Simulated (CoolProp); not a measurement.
Hexamethyldisiloxane (MM) along the isotherm 42.55 °C: density (kg/m³) from the reference equation and from simpler models built on Tc = 245.6 °C, pc = 1931 kPa, ω = 0.418; each cubic takes its own stable root.

The numbers come from the reference Helmholtz-energy equation of state, Thol 2016 in CoolProp.

```csv
p (kPa),phase,reference
290,liquid,741.3
579,liquid,741.8
869,liquid,742.4
1160,liquid,742.9
1450,liquid,743.4
1740,liquid,743.9
2030,liquid,744.4
2320,liquid,744.9
2610,liquid,745.5
2900,liquid,746.0
```

Question: How far does each simpler model (van der Waals, Redlich-Kwong, Soave-Redlich-Kwong, Peng-Robinson) lie from the reference over these 10 states: mean and median of the absolute difference, and the worst?

Answer: 
- van der Waals: mean 39.0 %, median 39.0 %, worst -39.8 % at 42.55 °C and 290 kPa
- Redlich-Kwong: mean 11.0 %, median 11.0 %, worst -11.5 % at 42.55 °C and 290 kPa
- Soave-Redlich-Kwong: mean 6.5 %, median 6.5 %, worst -6.7 % at 42.55 °C and 290 kPa
- Peng-Robinson: mean 5.3 %, median 5.3 %, worst +5.3 % at 42.55 °C and 2900 kPa
